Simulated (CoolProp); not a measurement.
Vapour pressure (MPa) of c-C4F8 (RC318): the reference equation beside estimates from Tc = 388.4 K, pc = 2.778 MPa, ω = 0.355. Clausius-Clapeyron is anchored at 293.6 K with a constant enthalpy of vaporisation of 21.25 kJ/mol.

Model: reference Helmholtz-energy equation of state, Platzer 1990, in CoolProp. This equation is an older, rougher fit; its heat capacities, sound speeds and derivatives of the liquid may be far off and weren't checked against measurements.

```
T (K)  reference  Lee-Kesler  Clausius-Clapeyron  van der Waals  Redlich-Kwong  Soave-Redlich-Kwong  Peng-Robinson
-----  ---------  ----------  ------------------  -------------  -------------  -------------------  -------------
293.6     0.2695      0.2699              0.2695         0.8152         0.4502               0.2701         0.2676
301.5     0.3474      0.3478              0.3386         0.9253         0.5495               0.3487         0.3448
309.3     0.4398      0.4403              0.4193          1.043         0.6615               0.4422         0.4368
317.2     0.5512      0.5515              0.5151          1.171         0.7901               0.5552         0.5479
325.1     0.6825      0.6825              0.6265          1.309         0.9348               0.6887         0.6794
332.9     0.8338      0.8333              0.7532          1.454          1.094               0.8426         0.8314
340.8      1.011       1.010              0.8999          1.611          1.274                1.023          1.010
348.7      1.215       1.214               1.067          1.779          1.472                1.231          1.217
356.6      1.449       1.448               1.255          1.956          1.690                1.469          1.454
```

Absolute difference from the reference over all 9 rows, mean and median: Lee-Kesler 0.1 and 0.1 %, Clausius-Clapeyron 7.6 and 8.2 %, van der Waals 102.8 and 91.8 %, Redlich-Kwong 39.0 and 37.0 %, Soave-Redlich-Kwong 0.9 and 0.9 %, Peng-Robinson 0.5 and 0.5 %.
